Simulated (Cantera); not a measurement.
A Cantera script and what it prints.

```python
import numpy as np
import cantera as ct

gas_names = [...]  # 113 gases of nasa_gas.yaml made of C, H, O, Ta
cond_names = """
    C(gr) C6H6(L) C7H8(L) C8H18(L),n-octa H2O(s) H2O(L) Ta(cr) Ta(L) TaC(s) TaC(L) Ta2O5(s) Ta2O5(L)
""".split()


# ... load() reads the species with a 1 bar reference pressure and builds the phases ...
atoms = {
    'Ta2O5': {'Ta': 2, 'O': 5},
    'CH4': {'C': 1, 'H': 4},
    'H2': {'H': 2},
}
top_T = {'C(gr)': 4500}  # K; cautious upper limits of use, not melting points


# ... equilibrate(T, P, feed) seeds the gas with the atoms and calls Mixture.equilibrate('TP', solver="vcs", rtol=1e-11, max_steps=5000) ...
results = []
P = 190  # Pa
for T in [1273, 1348, 1423, 1498, 1573, 1648, 1723, 1798, 1873, 1948, 2023, 2098]:
    for m in [0.38, 0.58, 0.87, 1.3, 2, 3, 4.4, 6.7, 10]:
        feed = {'Ta2O5': 1, 'CH4': 1.3, 'H2': m}  # mol
        mix = equilibrate(T, P, feed)
        results.append((T, P, feed, dict(zip(mix.species_names, mix.species_moles))))

for T, P, feed, n in results:
    print(f"{T:7g} {feed['H2']:10.4g}  " + (" + ".join(c for c in cond_names if n.get(c, 0) > 1e-12) or "gas only"))
```

Output:

```
   1273       0.38  TaC(s) + Ta2O5(s)
   1273       0.58  TaC(s) + Ta2O5(s)
   1273       0.87  TaC(s) + Ta2O5(s)
   1273        1.3  TaC(s) + Ta2O5(s)
   1273          2  TaC(s) + Ta2O5(s)
   1273          3  TaC(s) + Ta2O5(s)
   1273        4.4  TaC(s) + Ta2O5(s)
   1273        6.7  TaC(s) + Ta2O5(s)
   1273         10  TaC(s) + Ta2O5(s)
   1348       0.38  TaC(s) + Ta2O5(s)
   1348       0.58  TaC(s) + Ta2O5(s)
   1348       0.87  TaC(s) + Ta2O5(s)
   1348        1.3  TaC(s) + Ta2O5(s)
   1348          2  TaC(s) + Ta2O5(s)
   1348          3  TaC(s) + Ta2O5(s)
   1348        4.4  TaC(s) + Ta2O5(s)
   1348        6.7  TaC(s) + Ta2O5(s)
   1348         10  TaC(s) + Ta2O5(s)
   1423       0.38  TaC(s) + Ta2O5(s)
   1423       0.58  TaC(s) + Ta2O5(s)
   1423       0.87  TaC(s) + Ta2O5(s)
   1423        1.3  TaC(s) + Ta2O5(s)
   1423          2  TaC(s) + Ta2O5(s)
   1423          3  TaC(s) + Ta2O5(s)
   1423        4.4  TaC(s) + Ta2O5(s)
   1423        6.7  TaC(s) + Ta2O5(s)
   1423         10  TaC(s) + Ta2O5(s)
   1498       0.38  TaC(s) + Ta2O5(s)
   1498       0.58  TaC(s) + Ta2O5(s)
   1498       0.87  TaC(s) + Ta2O5(s)
   1498        1.3  TaC(s) + Ta2O5(s)
   1498          2  TaC(s) + Ta2O5(s)
   1498          3  TaC(s) + Ta2O5(s)
   1498        4.4  TaC(s) + Ta2O5(s)
   1498        6.7  TaC(s) + Ta2O5(s)
   1498         10  TaC(s) + Ta2O5(s)
   1573       0.38  TaC(s) + Ta2O5(s)
   1573       0.58  TaC(s) + Ta2O5(s)
   1573       0.87  TaC(s) + Ta2O5(s)
   1573        1.3  TaC(s) + Ta2O5(s)
   1573          2  TaC(s) + Ta2O5(s)
   1573          3  TaC(s) + Ta2O5(s)
   1573        4.4  TaC(s) + Ta2O5(s)
   1573        6.7  TaC(s) + Ta2O5(s)
   1573         10  TaC(s) + Ta2O5(s)
   1648       0.38  TaC(s) + Ta2O5(s)
   1648       0.58  TaC(s) + Ta2O5(s)
   1648       0.87  TaC(s) + Ta2O5(s)
   1648        1.3  TaC(s) + Ta2O5(s)
   1648          2  TaC(s) + Ta2O5(s)
   1648          3  TaC(s) + Ta2O5(s)
   1648        4.4  TaC(s) + Ta2O5(s)
   1648        6.7  TaC(s) + Ta2O5(s)
   1648         10  TaC(s) + Ta2O5(s)
   1723       0.38  TaC(s) + Ta2O5(s)
   1723       0.58  TaC(s) + Ta2O5(s)
   1723       0.87  TaC(s) + Ta2O5(s)
   1723        1.3  TaC(s) + Ta2O5(s)
   1723          2  TaC(s) + Ta2O5(s)
   1723          3  TaC(s) + Ta2O5(s)
   1723        4.4  TaC(s) + Ta2O5(s)
   1723        6.7  TaC(s) + Ta2O5(s)
   1723         10  TaC(s) + Ta2O5(s)
   1798       0.38  TaC(s) + Ta2O5(s)
   1798       0.58  TaC(s) + Ta2O5(s)
   1798       0.87  TaC(s) + Ta2O5(s)
   1798        1.3  TaC(s) + Ta2O5(s)
   1798          2  TaC(s) + Ta2O5(s)
   1798          3  TaC(s) + Ta2O5(s)
   1798        4.4  TaC(s) + Ta2O5(s)
   1798        6.7  Ta(cr) + TaC(s) + Ta2O5(s)
   1798         10  Ta(cr) + Ta2O5(s)
   1873       0.38  Ta(cr) + Ta2O5(s)
   1873       0.58  Ta(cr) + Ta2O5(s)
   1873       0.87  Ta(cr) + Ta2O5(s)
   1873        1.3  Ta(cr) + Ta2O5(s)
   1873          2  Ta(cr) + Ta2O5(s)
   1873          3  Ta(cr) + Ta2O5(s)
   1873        4.4  Ta(cr) + Ta2O5(s)
   1873        6.7  Ta(cr) + Ta2O5(s)
   1873         10  Ta(cr) + Ta2O5(s)
   1948       0.38  Ta(cr) + Ta2O5(s)
   1948       0.58  Ta(cr) + Ta2O5(s)
   1948       0.87  Ta(cr) + Ta2O5(s)
   1948        1.3  Ta(cr) + Ta2O5(s)
   1948          2  Ta(cr) + Ta2O5(s)
   1948          3  Ta(cr) + Ta2O5(s)
   1948        4.4  Ta(cr) + Ta2O5(s)
   1948        6.7  Ta(cr) + Ta2O5(s)
   1948         10  Ta(cr) + Ta2O5(s)
   2023       0.38  Ta(cr) + Ta2O5(s)
   2023       0.58  Ta(cr) + Ta2O5(s)
   2023       0.87  Ta(cr) + Ta2O5(s)
   2023        1.3  Ta(cr) + Ta2O5(s)
   2023          2  Ta(cr) + Ta2O5(s)
   2023          3  Ta(cr) + Ta2O5(s)
   2023        4.4  Ta(cr) + Ta2O5(s)
   2023        6.7  Ta(cr) + Ta2O5(s)
   2023         10  Ta(cr) + Ta2O5(s)
   2098       0.38  Ta(cr) + Ta2O5(L)
   2098       0.58  Ta(cr) + Ta2O5(L)
   2098       0.87  Ta(cr) + Ta2O5(L)
   2098        1.3  Ta(cr) + Ta2O5(L)
   2098          2  Ta(cr) + Ta2O5(L)
   2098          3  Ta(cr) + Ta2O5(L)
   2098        4.4  Ta(cr) + Ta2O5(L)
   2098        6.7  Ta(cr) + Ta2O5(L)
   2098         10  Ta(cr) + Ta2O5(L)
```

These are equilibrium values from Cantera (NASA tables, ideal gas, pure condensed phases), not measurements of a reactor. Mutual solubility and eutectic melting of coexisting phases are not modelled. TaC: taken at fixed stoichiometry. Condensed phases not in the tables: Ta2C, N, O or C dissolved in the metal.
